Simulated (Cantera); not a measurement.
Input: 1 mol N2O, 0.1 mol O2, 10 mol H2, at 2075 K and 3800000 Pa.

Equilibrium computed with Cantera from the NASA thermochemical tables; the gas is ideal and each condensed phase is pure. The ideal-gas law is rough above about 30 bar. Equilibrium is a limit: real reactors are often held back by kinetics, nucleation or transport.

```csv
species,before,after
H2,0.800,0.799
H2O,0.109,0.109
N2,0.0908,0.0904
NH3,0.000146,0.00125
H,0.000386,7.01e-8
```
Gas species are given as mole fractions.

Problem. What was changed between the two runs?
A) O2 from 0.1 to 3.7 mol
B) temperature from 2075 K to 3498.15 K
C) temperature from 2075 K to 1250 K
D) H2 from 10 to 0.69 mol

Solution. C, temperature from 2075 K to 1250 K
